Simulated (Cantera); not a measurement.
A counterflow diffusion flame at 1.18 atm, nozzles 20 mm apart: fuel side CH3OH = 1 (molar parts) at 500 K, oxidiser side O2 : N2 = 0.2 : 0.8 (molar parts) at 548 K, fuel mass flux 1.1 times the oxidiser's; mixture-averaged transport, no radiation.

Cantera simulation using GRI-Mech 3.0 (53 species, 325 reactions); the numbers are that mechanism's predictions, not measurements. GRI-Mech 3.0 was tuned for natural gas; its chemistry of methanol as a main component is partial and can be far from experiment. GRI-Mech 3.0 has no aromatics or soot, which form on the fuel side of real flames. The maximum strain rate includes the flame's own expansion and is several times the mean.

x: mole fraction; the columns are a selection and need not sum to one.

```csv
oxidiser flux (kg/m²/s),max strain (1/s),mean strain (1/s),T max (K),peak x OH,peak x H,peak x NO,peak x CO,peak x C2H2
0.3,185,37.6,2144,0.00953,0.00595,9.96e-5,0.177,8.81e-5
0.41,246,51.4,2112,0.00969,0.00661,7.91e-5,0.176,0.000110
0.57,332,71.5,2073,0.00976,0.00732,6.28e-5,0.173,0.000137
0.79,449,99.0,2035,0.00980,0.00804,5.15e-5,0.171,0.000168
1.1,613,138,2001,0.00986,0.00884,4.42e-5,0.169,0.000205
1.5,…,188,1965,0.00981,0.00955,…,0.167,…
2.1,…,263,1923,0.00960,0.0103,…,0.164,…
2.8,1480,351,1886,0.00934,0.0108,2.87e-5,0.161,0.000312
3.9,2030,489,1845,0.00895,0.0113,2.42e-5,0.158,0.000332
```

What belongs in the gaps?


- 1.5, max strain (1/s): 821
- 1.5, peak x NO: 3.84e-5
- 1.5, peak x C2H2: 0.000243
- 2.1, max strain (1/s): 1130
- 2.1, peak x NO: 3.28e-5
- 2.1, peak x C2H2: 0.000283
